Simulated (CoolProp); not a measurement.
Propylene along the isotherm 380.3 K: density (kg/m³) from the reference equation and from simpler models built on Tc = 364.2 K, pc = 4.555 MPa, ω = 0.146; each cubic takes its own stable root.

Computed with CoolProp (reference Helmholtz-energy equation of state, Lemmon 2013).

| p (MPa) | phase | reference |
|---|---|---|
| 0.144 | gas | 1.935 |
| 0.211 | gas | 2.848 |
| 0.31 | gas | 4.213 |
| 0.455 | gas | 6.246 |
| 0.669 | gas | 9.325 |
| 0.981 | gas | 14.00 |
| 1.44 | gas | 21.31 |
| 2.11 | gas | 33.15 |
| 3.1 | gas | 54.21 |
| 4.55 | gas | 101.1 |
| 6.69 | supercritical | 301.2 |
| 9.81 | supercritical | 375.5 |
| 14.4 | supercritical | 415.4 |
| 21.1 | supercritical | 447.9 |
| 31 | supercritical | 478.3 |
| 45.5 | supercritical | 508.3 |

How far does each simpler model (ideal gas, van der Waals, Redlich-Kwong, Peng-Robinson) lie from the reference over these 16 states: mean and median of the absolute difference, and the worst?


- ideal gas: mean 23.0 %, median 14.5 %, worst -70.4 % at 380.3 K and 6.69 MPa
- van der Waals: mean 9.6 %, median 1.7 %, worst -25.2 % at 380.3 K and 45.5 MPa
- Redlich-Kwong: mean 2.8 %, median 0.1 %, worst -12.6 % at 380.3 K and 6.69 MPa
- Peng-Robinson: mean 2.5 %, median 1.4 %, worst -8.7 % at 380.3 K and 6.69 MPa
